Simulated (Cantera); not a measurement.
What does this Cantera script print?

```python
import numpy as np
import cantera as ct

gas = ct.Solution("gri30.yaml")
gas.TPX = 1475, 1000000, {'C3H8': 1, 'O2': 6.25, 'N2': 23.5}
reactor = ct.IdealGasReactor(gas, energy="on", clone=False)
net = ct.ReactorNet([reactor])
net.rtol, net.atol = 1e-08, 1e-16
show = ['C3H8', 'O2', 'OH', 'C2H4', 'NO', 'CH2O']
times = np.geomspace(2e-06, 0.7, 14)

steps = ct.SolutionArray(gas, extra=["t"])
rows = []
print(f"{'t/s':>10s}{'T/K':>9s}{'P/Pa':>11s}" + "".join(f"{s:>11s}" for s in show))
for t in times:
    while net.time < t:
        t_next = net.step()
        steps.append(gas.state, t=t_next)
    rows.append([np.interp(t, steps.t, y) for y in (steps.T, steps.P, *steps(*show).X.T)])
    print(f"{t:10.3e}{rows[-1][0]:9.1f}{rows[-1][1]:11.4g}" + "".join(f"{x:11.3e}" for x in rows[-1][2:]))
rate = np.gradient(steps.T, steps.t)
print("integrator steps:", len(steps.t))
if steps.T.max() > steps.T[0] + 200:
    print(f"time of steepest temperature rise: {steps.t[rate.argmax()]:.4e} s")
gas.TPX = 1475, 1000000, {'C3H8': 1, 'O2': 6.25, 'N2': 23.5}
gas.equilibrate("UV")
print(f"equilibrium (UV): T = {gas.T:.1f} K  " + "  ".join(f"{s} {gas[s].X[0]:.3e}" for s in show))
```

It prints:

```
       t/s      T/K       P/Pa       C3H8         O2         OH       C2H4         NO       CH2O
 2.000e-06   1472.8  9.991e+05  3.202e-02  2.029e-01  4.497e-06  4.511e-04  1.392e-13  7.542e-05
 5.339e-06   1473.3  1.001e+06  3.041e-02  2.020e-01  7.746e-06  2.016e-03  1.516e-12  5.304e-04
 1.425e-05   1486.9  1.017e+06  2.445e-02  1.976e-01  1.715e-05  7.724e-03  1.423e-11  2.141e-03
 3.806e-05   3043.8  2.187e+06  2.445e-40  4.486e-02  1.892e-02  3.974e-22  4.625e-03  1.296e-09
 1.016e-04   3025.0  2.172e+06  2.683e-40  3.979e-02  1.773e-02  4.025e-22  1.595e-02  1.292e-09
 2.712e-04   3018.6  2.167e+06  2.780e-40  3.811e-02  1.733e-02  4.048e-22  1.973e-02  1.292e-09
 7.242e-04   3018.4  2.167e+06  2.782e-40  3.807e-02  1.732e-02  4.049e-22  1.983e-02  1.292e-09
 1.933e-03   3018.4  2.167e+06  2.782e-40  3.807e-02  1.732e-02  4.049e-22  1.983e-02  1.292e-09
 5.161e-03   3018.4  2.167e+06  2.782e-40  3.807e-02  1.732e-02  4.049e-22  1.983e-02  1.292e-09
 1.378e-02   3018.4  2.167e+06  2.782e-40  3.807e-02  1.732e-02  4.049e-22  1.983e-02  1.292e-09
 3.679e-02   3018.4  2.167e+06  2.782e-40  3.807e-02  1.732e-02  4.049e-22  1.983e-02  1.292e-09
 9.821e-02   3018.4  2.167e+06  2.782e-40  3.807e-02  1.732e-02  4.049e-22  1.983e-02  1.292e-09
 2.622e-01   3018.4  2.167e+06  2.782e-40  3.807e-02  1.732e-02  4.049e-22  1.983e-02  1.292e-09
 7.000e-01   3018.4  2.167e+06  2.782e-40  3.807e-02  1.732e-02  4.049e-22  1.983e-02  1.292e-09
integrator steps: 1904
time of steepest temperature rise: 2.4417e-05 s
equilibrium (UV): T = 3018.4 K  C3H8 5.094e-40  O2 3.807e-02  OH 1.732e-02  C2H4 4.553e-22  NO 1.983e-02  CH2O 1.292e-09
```

Detailed kinetics in Cantera: GRI-Mech 3.0 (53 species, 325 reactions). GRI-Mech 3.0 was tuned for natural gas; its chemistry of propane as a main component is partial and can be far from experiment. Above 3000 K some thermodynamic fits are extrapolated.
